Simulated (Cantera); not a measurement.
Feed: 1 mol SiC, 1.9 mol CO2, 34 mol H2, held at 2073 K.

Cantera equilibrium calculation (NASA polynomials, part measured and part estimated; ideal gas, pure solids and liquids). Candidate condensed phases: C, C6H6, C7H8, C8H18, H2O, Si, SiC, SiO2; 123 gas species. Gases not in the tables: Si2H6 and higher silanes. Rates play no part.

Task: Which condensed phases are stable at each of these points (P (Pa)): 0.100, 0.600, 3.60, 22, 130, 770, 4600, 28000, 170000, 1000000?

Result: 
```json
[
 {"P (Pa)": "0.100", "condensed phases": "gas only", "Si condensed (%)": "0.0"},
 {"P (Pa)": "0.600", "condensed phases": "gas only", "Si condensed (%)": "0.0"},
 {"P (Pa)": "3.60", "condensed phases": "gas only", "Si condensed (%)": "0.0"},
 {"P (Pa)": "22", "condensed phases": "gas only", "Si condensed (%)": "0.0"},
 {"P (Pa)": "130", "condensed phases": "gas only", "Si condensed (%)": "0.0"},
 {"P (Pa)": "770", "condensed phases": "gas only", "Si condensed (%)": "0.0"},
 {"P (Pa)": "4600", "condensed phases": "SiC(s)", "Si condensed (%)": "2.8"},
 {"P (Pa)": "28000", "condensed phases": "SiC(s)", "Si condensed (%)": "4.4"},
 {"P (Pa)": "170000", "condensed phases": "SiC(s)", "Si condensed (%)": "4.6"},
 {"P (Pa)": "1000000", "condensed phases": "SiC(s)", "Si condensed (%)": "4.4"}
]
```

From 0.100 Pa to 7.70 mbar nothing is condensed. From 46.0 mbar to 10.0 bar the condensed part is SiC(s).
